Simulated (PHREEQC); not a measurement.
Dissolve 0.028 mol/kgw H2SO4, 0.0003 mol/kgw ZnSO4 and 0.14 mol/kgw Fe2(SO4)3 at 25 °C. Closed to the air; pH follows from the charge balance.

Equilibrium calculation in PHREEQC: ion-association model, wateq4f.dat.

Each row changes one thing in this solution. This is a speciation only: nothing precipitates in the calculation.

```csv
case,pH,ionic strength (mol/kgw),SO4-2 (mol/kgw),HSO4- (mol/kgw)
as made,1.94,0.372,0.0777,0.0295
Fe2(SO4)3 replaced by CdSO4 at the same molality,1.69,0.284,0.0407,0.0297
H2SO4 replaced by FeSO4 at the same molality,2.46,0.448,0.0942,0.0101
H2SO4 left out,2.42,0.400,0.0835,0.0101
0.063 mol/kgw Ca(NO3)2 added,1.91,0.509,(withheld),0.0260
Fe2(SO4)3 replaced by KHSO4 at the same molality,1.18,(withheld),(withheld),0.111
H2SO4 from 0.028 to 0.042 mol/kgw,1.77,0.391,0.0788,(withheld)
0.033 mol/kgw CdCl2 added,1.91,(withheld),0.0723,0.0279
ZnSO4 left out,1.94,0.372,0.0777,0.0295
```

Q: Some entries are withheld; supply them.

A: 
- 0.063 mol/kgw Ca(NO3)2 added, SO4-2 (mol/kgw): 0.0711
- Fe2(SO4)3 replaced by KHSO4 at the same molality, ionic strength (mol/kgw): 0.261
- Fe2(SO4)3 replaced by KHSO4 at the same molality, SO4-2 (mol/kgw): 0.0461
- H2SO4 from 0.028 to 0.042 mol/kgw, HSO4- (mol/kgw): 0.0432
- 0.033 mol/kgw CdCl2 added, ionic strength (mol/kgw): 0.431

Some of these states are supersaturated (in Hematite (slow to form), Goethite (slow to form), Gypsum, for instance).
